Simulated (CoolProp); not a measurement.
Vapour-liquid equilibrium of isobutene (1) + n-octane (2) at 0.164 MPa; x and y are mole fractions of (1).

Model: multi-fluid Helmholtz-energy mixture model, Lemmon 2005 and Beckmüller 2019; pair parameters Bell 2016, in CoolProp.

```json
[
 {"x": "0.05", "bubble temperature, mixture model (K)": "388.2", "bubble temperature, Raoult's law (K)": "381.2", "y, mixture model": "0.548", "y, Raoult's law": "0.649"},
 {"x": "0.2", "bubble temperature, mixture model (K)": "337.5", "bubble temperature, Raoult's law (K)": "333.0", "y, mixture model": "0.932", "y, Raoult's law": "0.949"},
 {"x": "0.35", "bubble temperature, mixture model (K)": "315.1", "bubble temperature, Raoult's law (K)": "312.5", "y, mixture model": "0.979", "y, Raoult's law": "0.984"},
 {"x": "0.5", "bubble temperature, mixture model (K)": "301.9", "bubble temperature, Raoult's law (K)": "300.4", "y, mixture model": "0.992", "y, Raoult's law": "0.994"},
 {"x": "0.65", "bubble temperature, mixture model (K)": "292.8", "bubble temperature, Raoult's law (K)": "291.9", "y, mixture model": "0.996", "y, Raoult's law": "0.997"},
 {"x": "0.8", "bubble temperature, mixture model (K)": "286.0", "bubble temperature, Raoult's law (K)": "285.6", "y, mixture model": "0.999", "y, Raoult's law": "0.999"},
 {"x": "0.95", "bubble temperature, mixture model (K)": "280.7", "bubble temperature, Raoult's law (K)": "280.6", "y, mixture model": "1.000", "y, Raoult's law": "1.000"}
]
```

The largest gap from Raoult's law is +7.0 K in bubble temperature, at x = 0.05. No azeotrope shows between x = 0.05 and 0.95.

The pair parameters rest on a limited set of measurements; away from them the model extrapolates.
